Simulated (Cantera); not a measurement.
Charge: 1 mol Pb, 4.2 mol CO, a varied amount of N2, at 35000 Pa.

These are equilibrium values from Cantera (NASA tables, ideal gas, pure condensed phases), not measurements of a reactor. Candidate condensed phases: C, Pb, PbO, PbO2, Pb3O4; 27 gas species. Kinetics and transport are ignored.

### Question
What condenses at these points (T in °C, n(N2) in mol): (500, 31); (1100, 31); (1500, 55); (1300, 55); (1800, 41); (900, 41)?

### Answer
| T (°C) | n(N2) in mol | condensed phases | Pb condensed (%) |
|---|---|---|---|
| 500 | 31 | C + Pb | 100.0 |
| 1100 | 31 | Pb | 34.3 |
| 1500 | 55 | gas only | 0.0 |
| 1300 | 55 | gas only | 0.0 |
| 1800 | 41 | gas only | 0.0 |
| 900 | 41 | C + Pb | 94.5 |
